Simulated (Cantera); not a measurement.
## CHF₃ + F₂ + CH₄ (fluorocarbon and chlorocarbon gases)

Feed: 1 mol CHF₃, 1.4 mol F₂, 1.9 mol CH₄, at 420 Torr.

Cantera equilibrium calculation (NASA polynomials, part measured and part estimated; ideal gas, pure solids and liquids). Candidate condensed phases: C, C₆H₆, C₇H₈, C₈H₁₈; 95 gas species. Rates play no part.

| T (K) | x HF | x H₂ | x H | x C₂H₂ (acetylene) | x F | x C₂H | n C(graphite) |
|---|---|---|---|---|---|---|---|
| 2050 | 0.805 | 0.193 | 0.00133 | 0.000205 | 2.78e-6 | 3.13e-8 | 2.90 |
| 2150 | 0.805 | 0.193 | 0.00247 | 0.000373 | 7.49e-6 | 1.44e-7 | 2.89 |
| 2250 | 0.804 | 0.191 | 0.00434 | 0.000640 | 1.85e-5 | 5.76e-7 | 2.89 |
| 2350 | 0.803 | 0.189 | 0.00725 | 0.00104 | 4.24e-5 | 2.04e-6 | 2.88 |
| 2450 | 0.801 | 0.186 | 0.0116 | 0.00162 | 9.12e-5 | 6.51e-6 | 2.88 |
| 2550 | 0.798 | 0.181 | 0.0178 | 0.00241 | 0.000185 | 1.88e-5 | 2.86 |
| 2650 | 0.794 | 0.175 | 0.0262 | 0.00344 | 0.000359 | 4.99e-5 | 2.85 |
x: gas mole fraction; n: condensed amount in mol.

From 2050 K to 2650 K the condensed part is C(graphite). The main C-bearing gas is C₂H₂ (acetylene) throughout. The share of C in condensed phases is highest at 2050 K (99.9 %) and lowest at 2650 K (98.2 %).
